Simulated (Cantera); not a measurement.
Input (Python, Cantera) and output of one run.

```python
import numpy as np
import cantera as ct

gas_names = """
    B BN BO BO2 B2 B2O B2O2 B2O3 N NO NO2 NO3 N2 N2O O O2 O3
""".split()
cond_names = """
    B(b) B(L) BN(s) B2O3(L)
""".split()


# ... load() reads the species with a 1 bar reference pressure and builds the phases ...
atoms = {
    'B': {'B': 1},
    'O2': {'O': 2},
    'N2': {'N': 2},
}
top_T = {'BN(s)': 3200}  # K; cautious upper limits of use, not melting points


# ... equilibrate(T, P, feed) seeds the gas with the atoms and calls Mixture.equilibrate('TP', solver="vcs", rtol=1e-11, max_steps=5000) ...
results = []
feed = {'B': 1, 'O2': 0.092, 'N2': 29}  # mol
T = 1723  # K
for P in [10, 37, 140, 520, 1900, 7200, 27000, 100000]:
    mix = equilibrate(T, P, feed)
    results.append((T, P, feed, dict(zip(mix.species_names, mix.species_moles))))

top = {s: max(r[3][s] / sum(r[3][g] for g in gas_names) for r in results) for s in gas_names}
cols = sorted((s for s in top if top[s] > 1e-05), key=lambda s: -top[s])[:5]
seen = [c for c in cond_names if any(r[3].get(c, 0) > 1e-12 for r in results)]
print("log10 of partial pressures in bar; condensed amounts in mol")
print(f"{'P/Pa':>10s}" + "".join(f"{s[:9]:>10s}" for s in cols + seen))
for T, P, feed, n in results:
    ng = sum(n[g] for g in gas_names)
    print(f"{P:10.4g}" + "".join(f"{np.log10(max(n[s] / ng * P / 1e5, 1e-99)):10.3f}" for s in cols)
          + "".join(f"{n.get(c, 0):10.4g}" for c in seen))
```

It prints:

```
log10 of partial pressures in bar; condensed amounts in mol
      P/Pa        N2        BO      B2O3      B2O2     BN(s)   B2O3(L)
        10    -4.002    -6.322    -8.943    -7.099    0.8162         0
        37    -3.434    -5.914    -7.436    -6.284    0.8188         0
       140    -2.856    -5.596    -6.192    -5.647    0.8292         0
       520    -2.285    -5.377    -5.251    -5.210    0.8469         0
      1900    -1.722    -5.226    -4.516    -4.908    0.8619         0
      7200    -1.144    -5.105    -3.863    -4.665    0.8706         0
   2.7e+04    -0.570    -4.999    -3.258    -4.453    0.8745         0
     1e+05    -0.001    -4.992    -2.952    -4.439    0.8765   0.02861
```

These are equilibrium values from Cantera (NASA tables, ideal gas, pure condensed phases), not measurements of a reactor. Mutual solubility and eutectic melting of coexisting phases are not modelled.
